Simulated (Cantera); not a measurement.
A Cantera script and what it prints.

```python
import numpy as np
import cantera as ct

gas_names = """
    H HNO HNO2 HNO3 HO2 H2 H2O H2O2 N NH NH2 NH3 NH2OH NO NO2 NO3 N2 N2H2 N2H4 N2O O OH O2 O3 Si SiH
    SiH2 SiH3 SiH4 SiN SiO SiO2 Si2 Si2N Si3
""".split()
cond_names = """
    H2O(s) H2O(L) Si(cr) Si(L) SiO2(Lqz) SiO2(hqz) SiO2(L) Si2N2O(s) Si3N4(a)
""".split()


# ... load() reads the species with a 1 bar reference pressure and builds the phases ...
atoms = {
    'Si3N4': {'Si': 3, 'N': 4},
    'O2': {'O': 2},
    'H2': {'H': 2},
}
top_T = {'Si2N2O(s)': 2100, 'Si3N4(a)': 2400}  # K; cautious upper limits of use, not melting points


# ... equilibrate(T, P, feed) seeds the gas with the atoms and calls Mixture.equilibrate('TP', solver="vcs", rtol=1e-11, max_steps=5000) ...
results = []
T = 1773  # K
P = 28  # Pa
for m in [8, 13, 23, 38, 64, 110, 180, 310, 510, 870]:
    feed = {'Si3N4': 1, 'O2': 0.21, 'H2': m}  # mol
    mix = equilibrate(T, P, feed)
    results.append((T, P, feed, dict(zip(mix.species_names, mix.species_moles))))
    x = sorted(zip(gas.X, gas.species_names), reverse=True)
    print(f"T = {T:g} K  P = {P:g} Pa  n(H2) = {m:g} mol  gas = {mix.phase_moles(0):.4g} mol")
    print("   x: " + "  ".join(f"{s} {v:.3e}" for v, s in x if v > 0.0001))
    print("   condensed (mol): " + ("  ".join(f"{mix.phase(i).name} {mix.phase_moles(i):.4g}"
          for i in range(1, mix.n_phases) if mix.phase_moles(i) > 1e-12) or "none"))
```

It prints:

```
T = 1773 K  P = 28 Pa  n(H2) = 8 mol  gas = 10.58 mol
   x: H2 7.487e-01  N2 1.890e-01  SiO 3.970e-02  H 1.471e-02  Si 7.608e-03  SiH 1.360e-04
   condensed (mol): Si(L) 2.495
T = 1773 K  P = 28 Pa  n(H2) = 13 mol  gas = 15.66 mol
   x: H2 8.222e-01  N2 1.277e-01  SiO 2.682e-02  H 1.542e-02  Si 7.608e-03  SiH 1.425e-04
   condensed (mol): Si(L) 2.455
T = 1773 K  P = 28 Pa  n(H2) = 23 mol  gas = 25.83 mol
   x: H2 8.825e-01  N2 7.742e-02  SiO 1.626e-02  H 1.597e-02  Si 7.608e-03  SiH 1.476e-04
   condensed (mol): Si(L) 2.374
T = 1773 K  P = 28 Pa  n(H2) = 38 mol  gas = 41.07 mol
   x: H2 9.169e-01  N2 4.868e-02  H 1.628e-02  SiO 1.023e-02  Si 7.608e-03  SiH 1.505e-04
   condensed (mol): Si(L) 2.253
T = 1773 K  P = 28 Pa  n(H2) = 64 mol  gas = 67.5 mol
   x: H2 9.398e-01  N2 2.962e-02  H 1.648e-02  Si 7.608e-03  SiO 6.222e-03  SiH 1.524e-04
   condensed (mol): Si(L) 2.044
T = 1773 K  P = 28 Pa  n(H2) = 110 mol  gas = 114.3 mol
   x: H2 9.544e-01  N2 1.749e-02  H 1.661e-02  Si 7.608e-03  SiO 3.676e-03  SiH 1.535e-04
   condensed (mol): Si(L) 1.673
T = 1773 K  P = 28 Pa  n(H2) = 180 mol  gas = 185.4 mol
   x: H2 9.624e-01  H 1.668e-02  N2 1.078e-02  Si 7.608e-03  SiO 2.265e-03  SiH 1.542e-04
   condensed (mol): Si(L) 1.11
T = 1773 K  P = 28 Pa  n(H2) = 310 mol  gas = 317.5 mol
   x: H2 9.678e-01  H 1.673e-02  Si 7.608e-03  N2 6.292e-03  SiO 1.323e-03  SiH 1.546e-04
   condensed (mol): Si(L) 0.06434
T = 1773 K  P = 28 Pa  n(H2) = 510 mol  gas = 519.3 mol
   x: H2 9.736e-01  H 1.678e-02  Si 4.806e-03  N2 3.849e-03  SiO 8.088e-04
   condensed (mol): none
T = 1773 K  P = 28 Pa  n(H2) = 870 mol  gas = 882.4 mol
   x: H2 9.775e-01  H 1.681e-02  Si 2.841e-03  N2 2.266e-03  SiO 4.760e-04
   condensed (mol): none
```

These are equilibrium values from Cantera (NASA tables, ideal gas, pure condensed phases), not measurements of a reactor. The tables' values for SiN are old estimates; treat these amounts as uncertain. Gases not in the tables: Si2H6 and higher silanes.
